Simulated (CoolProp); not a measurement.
Vapour-liquid equilibrium of n-heptane (1) + m-xylene (2) at 0.0126 MPa; x and y are mole fractions of (1).

Model: multi-fluid Helmholtz-energy mixture model, Span 2003 and Zhou 2012; pair parameters Bell 2016, in CoolProp.

| x | bubble temperature, mixture model (°C) | bubble temperature, Raoult's law (°C) | y, mixture model | y, Raoult's law |
|---|---|---|---|---|
| 0.05 | 70.5 | 72.0 | 0.217 | 0.172 |
| 0.2 | 60.8 | 63.6 | 0.557 | 0.510 |
| 0.35 | 54.7 | 57.2 | 0.717 | 0.700 |
| 0.5 | 50.4 | 52.1 | 0.814 | 0.817 |
| 0.65 | 46.9 | 48.0 | 0.883 | 0.895 |
| 0.8 | 44.0 | 44.4 | 0.939 | 0.950 |
| 0.95 | 41.3 | 41.4 | 0.986 | 0.989 |

The largest gap from Raoult's law is -2.8 K in bubble temperature, at x = 0.2. No azeotrope shows between x = 0.05 and 0.95.

Pair parameters are fitted to limited data, so mixtures are less certain than the pure fluids.
